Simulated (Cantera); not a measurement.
An isothermal, constant-pressure homogeneous reactor starts with 43.5 % C₂H₆, 56.5 % N₂, at 1100 K and 20000 Pa.

Cantera simulation using GRI-Mech 3.0 (53 species, 325 reactions); the numbers are that mechanism's predictions, not measurements. GRI-Mech 3.0 stops at C3 and has no aromatics, soot or wall deposition, so with more carbon than oxygen in the feed, carbon stays in small species such as C2H2 where larger ones or solid carbon would form.

x: mole fraction; the columns are a selection and need not sum to one.

```json
[
 {"t (s)": "0.000200", "x C₂H₆": "0.435", "x CH₄": "3.10e-6", "x HCN": "<1e-12", "x H": "2.19e-8", "x CH₃": "2.48e-6", "x C₂H₂": "1.78e-12", "x C₂H₄": "3.51e-6"},
 {"t (s)": "0.000640", "x C₂H₆": "0.435", "x CH₄": "…", "x HCN": "<1e-12", "x H": "…", "x CH₃": "…", "x C₂H₂": "4.90e-10", "x C₂H₄": "…"},
 {"t (s)": "0.00205", "x C₂H₆": "0.434", "x CH₄": "6.42e-5", "x HCN": "<1e-12", "x H": "3.34e-7", "x CH₃": "4.53e-6", "x C₂H₂": "7.09e-8", "x C₂H₄": "0.000726"},
 {"t (s)": "0.00654", "x C₂H₆": "0.426", "x CH₄": "0.000387", "x HCN": "<1e-12", "x H": "6.48e-7", "x CH₃": "9.31e-6", "x C₂H₂": "4.71e-6", "x C₂H₄": "0.00582"},
 {"t (s)": "0.0209", "x C₂H₆": "0.397", "x CH₄": "0.00175", "x HCN": "<1e-12", "x H": "7.06e-7", "x CH₃": "9.59e-6", "x C₂H₂": "7.87e-5", "x C₂H₄": "0.0253"},
 {"t (s)": "0.0669", "x C₂H₆": "…", "x CH₄": "…", "x HCN": "<1e-12", "x H": "…", "x CH₃": "…", "x C₂H₂": "…", "x C₂H₄": "…"},
 {"t (s)": "0.214", "x C₂H₆": "0.160", "x CH₄": "0.0160", "x HCN": "<1e-12", "x H": "9.29e-7", "x CH₃": "5.98e-6", "x C₂H₂": "0.00282", "x C₂H₄": "0.182"},
 {"t (s)": "0.684", "x C₂H₆": "0.0293", "x CH₄": "0.0298", "x HCN": "<1e-12", "x H": "8.65e-7", "x CH₃": "2.77e-6", "x C₂H₂": "0.00988", "x C₂H₄": "0.259"},
 {"t (s)": "2.19", "x C₂H₆": "0.00821", "x CH₄": "0.0387", "x HCN": "<1e-12", "x H": "5.58e-7", "x CH₃": "1.65e-6", "x C₂H₂": "0.0225", "x C₂H₄": "0.254"},
 {"t (s)": "7.00", "x C₂H₆": "0.00694", "x CH₄": "0.0535", "x HCN": "<1e-12", "x H": "4.87e-7", "x CH₃": "1.86e-6", "x C₂H₂": "0.0410", "x C₂H₄": "0.226"}
]
```

Task: Some entries are withheld; supply them.

Result: 
- 0.000640, x CH₄: 1.50e-5
- 0.000640, x H: 1.03e-7
- 0.000640, x CH₃: 2.98e-6
- 0.000640, x C₂H₄: 6.09e-5
- 0.0669, x C₂H₆: 0.317
- 0.0669, x CH₄: 0.00583
- 0.0669, x H: 7.77e-7
- 0.0669, x CH₃: 8.43e-6
- 0.0669, x C₂H₂: 0.000586
- 0.0669, x C₂H₄: 0.0786
